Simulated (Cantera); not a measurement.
What does this Cantera script print?

```python
import numpy as np
import cantera as ct

gas_names = """
    H HNO HNO2 HNO3 HO2 H2 H2O H2O2 N NH NH2 NH3 NH2OH NO NO2 NO3 N2 N2H2 N2H4 N2O O OH O2 O3 Pb PbO Pb2
""".split()
cond_names = """
    H2O(s) H2O(L) Pb(cr) Pb(L) PbO(rd) PbO(yw) PbO(L) PbO2(s) Pb3O4(s)
""".split()


def load(file, names, dense=False):
    # The tables refer to 1 bar. Condensed volumes are neglected.
    table = {s.name: s for s in ct.Species.list_from_file(file)}
    out = []
    for n in names:
        d = dict(table[n].input_data)
        d["thermo"] = dict(d["thermo"], **{"reference-pressure": 1e5})
        if dense:
            d["equation-of-state"] = {"model": "constant-volume", "density": "1e6 g/cm^3"}
        out.append(ct.Species.from_dict(d))
    return out


gas = ct.Solution(thermo="ideal-gas", species=load("nasa_gas.yaml", gas_names))
cond = {s.name: ct.Solution(thermo="fixed-stoichiometry", species=[s], name=s.name)
        for s in load("nasa_condensed.yaml", cond_names, dense=True)}
atoms = {
    'PbO': {'Pb': 1, 'O': 1},
    'H2': {'H': 2},
    'N2': {'N': 2},
}
top_T = {'Pb3O4(s)': 820}  # K; cautious upper limits of use, not melting points


def equilibrate(T, P, feed):
    n = {}
    for name, mol in feed.items():
        for a, k in atoms[name].items():
            n[a] = n.get(a, 0.0) + k * mol
    gas.TPX = T, P, n
    mass = sum(n.values()) * gas.mean_molecular_weight
    gas.equilibrate("TP")
    valid = [c for c in cond.values() if c.min_temp <= T <= top_T.get(c.name, c.max_temp)]
    mix = ct.Mixture([(gas, mass / gas.mean_molecular_weight)] + [(c, 0.0) for c in valid])
    mix.T, mix.P = T, P
    mix.equilibrate("TP", solver="vcs", rtol=1e-11, max_steps=5000)
    return mix


results = []
feed = {'PbO': 1, 'H2': 0.88, 'N2': 14}  # mol
P = 10000  # Pa
for T in [775, 875, 975, 1075, 1175, 1275, 1375]:
    mix = equilibrate(T, P, feed)
    results.append((T, P, feed, dict(zip(mix.species_names, mix.species_moles))))
    x = sorted(zip(gas.X, gas.species_names), reverse=True)
    print(f"T = {T:g} K  P = {P:g} Pa  gas = {mix.phase_moles(0):.4g} mol")
    print("   x: " + "  ".join(f"{s} {v:.3e}" for v, s in x if v > 1e-06))
    print("   condensed (mol): " + ("  ".join(f"{mix.phase(i).name} {mix.phase_moles(i):.4g}"
          for i in range(1, mix.n_phases) if mix.phase_moles(i) > 1e-12) or "none"))
```

Result:

```
T = 775 K  P = 10000 Pa  gas = 14.88 mol
   x: N2 9.409e-01  H2O 5.914e-02  H2 3.283e-06
   condensed (mol): Pb(L) 0.8799  PbO(yw) 0.12
T = 875 K  P = 10000 Pa  gas = 14.88 mol
   x: N2 9.409e-01  H2O 5.913e-02  Pb 6.742e-06  H2 5.302e-06
   condensed (mol): Pb(L) 0.8798  PbO(yw) 0.1201
T = 975 K  P = 10000 Pa  gas = 14.88 mol
   x: N2 9.408e-01  H2O 5.913e-02  Pb 9.167e-05  H2 7.943e-06  PbO 1.298e-06
   condensed (mol): Pb(L) 0.8785  PbO(yw) 0.1201
T = 1075 K  P = 10000 Pa  gas = 14.89 mol
   x: N2 9.401e-01  H2O 5.908e-02  Pb 7.594e-04  PbO 3.081e-05  H2 1.125e-05
   condensed (mol): Pb(L) 0.8685  PbO(yw) 0.1197
T = 1175 K  P = 10000 Pa  gas = 14.95 mol
   x: N2 9.364e-01  H2O 5.884e-02  Pb 4.354e-03  PbO 4.031e-04  H2 1.578e-05
   condensed (mol): Pb(L) 0.8147  PbO(L) 0.1142
T = 1275 K  P = 10000 Pa  gas = 15.21 mol
   x: N2 9.204e-01  H2O 5.783e-02  Pb 1.886e-02  PbO 2.899e-03  H2 2.508e-05  Pb2 1.441e-06
   condensed (mol): Pb(L) 0.5927  PbO(L) 0.07627
T = 1375 K  P = 10000 Pa  gas = 15.88 mol
   x: N2 8.816e-01  H2O 5.535e-02  Pb 5.534e-02  PbO 7.616e-03  H2 6.249e-05  Pb2 8.168e-06  OH 1.366e-06  NO 1.242e-06
   condensed (mol): none
```

Method: chemical equilibrium by Gibbs-energy minimisation in Cantera with the NASA 1993 tables (ideal gas, pure condensed phases). Each liquid is taken as pure. Mutual solubility and eutectic melting of coexisting phases are not modelled. Gases not in the tables: (PbO)n polymers.
